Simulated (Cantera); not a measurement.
What does this Cantera script print?

```python
import numpy as np
import cantera as ct

gas = ct.Solution("h2o2.yaml")
gas.TPX = 1198, 2000, {'H2': 0.04, 'O2': 1}
reactor = ct.IdealGasConstPressureReactor(gas, energy="off", clone=False)
net = ct.ReactorNet([reactor])
net.rtol, net.atol = 1e-08, 1e-18
show = ['H2', 'O2', 'H2O', 'H2O2', 'HO2', 'H']
times = np.geomspace(3e-05, 2, 15)

steps = ct.SolutionArray(gas, extra=["t"])
rows = []
print(f"{'t/s':>10s}{'T/K':>9s}{'P/Pa':>11s}" + "".join(f"{s:>11s}" for s in show))
for t in times:
    while net.time < t:
        t_next = net.step()
        steps.append(gas.state, t=t_next)
    rows.append([np.interp(t, steps.t, y) for y in (steps.T, steps.P, *steps(*show).X.T)])
    print(f"{t:10.3e}{rows[-1][0]:9.1f}{rows[-1][1]:11.4g}" + "".join(f"{x:11.3e}" for x in rows[-1][2:]))
rate = np.gradient(steps.T, steps.t)
print("integrator steps:", len(steps.t))
if steps.T.max() > steps.T[0] + 200:
    print(f"time of steepest temperature rise: {steps.t[rate.argmax()]:.4e} s")
gas.TPX = 1198, 2000, {'H2': 0.04, 'O2': 1}
gas.equilibrate("TP")
print(f"equilibrium (TP): T = {gas.T:.1f} K  " + "  ".join(f"{s} {gas[s].X[0]:.3e}" for s in show))
```

Output:

```
       t/s      T/K       P/Pa         H2         O2        H2O       H2O2        HO2          H
 3.000e-05   1198.0       2000  3.846e-02  9.615e-01  9.796e-11  1.014e-13  1.474e-09  1.014e-09
 6.633e-05   1198.0       2000  3.846e-02  9.615e-01  8.127e-10  4.954e-13  3.262e-09  1.897e-09
 1.466e-04   1198.0       2000  3.846e-02  9.615e-01  6.421e-09  2.419e-12  7.232e-09  4.628e-09
 3.242e-04   1198.0       2000  3.846e-02  9.615e-01  6.667e-08  1.183e-11  1.620e-08  2.344e-08
 7.168e-04   1198.0       2000  3.846e-02  9.615e-01  2.417e-06  6.166e-11  4.496e-08  6.674e-07
 1.585e-03   1198.0       2000  3.414e-02  9.581e-01  3.171e-03  3.495e-08  3.585e-06  8.989e-04
 3.504e-03   1198.0       2000  6.335e-04  9.323e-01  3.400e-02  1.138e-07  4.388e-06  4.948e-03
 7.746e-03   1198.0       2000  4.396e-04  9.371e-01  3.524e-02  1.009e-07  4.047e-06  3.533e-03
 1.713e-02   1198.0       2000  3.051e-04  9.447e-01  3.653e-02  1.012e-07  3.609e-06  1.985e-03
 3.786e-02   1198.0       2000  1.547e-04  9.527e-01  3.781e-02  9.512e-08  2.792e-06  6.979e-04
 8.371e-02   1198.0       2000  5.419e-05  9.578e-01  3.860e-02  7.667e-08  1.708e-06  1.431e-04
 1.851e-01   1198.0       2000  1.451e-05  9.599e-01  3.895e-02  4.950e-08  7.937e-07  1.993e-05
 4.092e-01   1198.0       2000  3.554e-06  9.605e-01  3.909e-02  2.585e-08  2.961e-07  2.448e-06
 9.046e-01   1198.0       2000  9.127e-07  9.607e-01  3.916e-02  1.169e-08  9.988e-08  3.233e-07
 2.000e+00   1198.0       2000  2.620e-07  9.607e-01  3.918e-02  4.931e-09  3.444e-08  5.043e-08
integrator steps: 1590
equilibrium (TP): T = 1198.0 K  H2 3.471e-09  O2 9.608e-01  H2O 3.921e-02  H2O2 1.279e-10  HO2 9.661e-09  H 7.972e-11
```

Cantera simulation using the H2/O2 subset of GRI-Mech 3.0, which has no nitrogen chemistry; the numbers are that mechanism's predictions, not measurements. Radical loss at walls, strong at low pressure, is not modelled. The temperature is held fixed by assumption; the heat of reaction is taken as removed at once.
